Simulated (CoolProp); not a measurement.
R1224YDZ at several states: Z from the reference equation and from simpler models built on Tc = 428.7 K, pc = 3.334 MPa, ω = 0.325; each cubic takes its own stable root.

Values from CoolProp's reference Helmholtz-energy equation of state, Akasaka 2023.

| T (K) | p (MPa) | phase | reference |
|---|---|---|---|
| 338 | 3.24 | liquid | 0.1361 |
| 399.4 | 2.53 | liquid | 0.1132 |
| 289.9 | 12 | liquid | 0.5215 |

### Question
How far does each simpler model (van der Waals, Redlich-Kwong, Soave-Redlich-Kwong, Peng-Robinson) lie from the reference over these 3 states: mean and median of the absolute difference, and the worst?

### Answer
- van der Waals: mean 67.1 %, median 66.0 %, worst +74.2 % at 399.4 K and 2.53 MPa
- Redlich-Kwong: mean 20.5 %, median 18.2 %, worst +29.2 % at 399.4 K and 2.53 MPa
- Soave-Redlich-Kwong: mean 14.6 %, median 12.3 %, worst +21.1 % at 399.4 K and 2.53 MPa
- Peng-Robinson: mean 3.3 %, median 1.9 %, worst +7.3 % at 399.4 K and 2.53 MPa
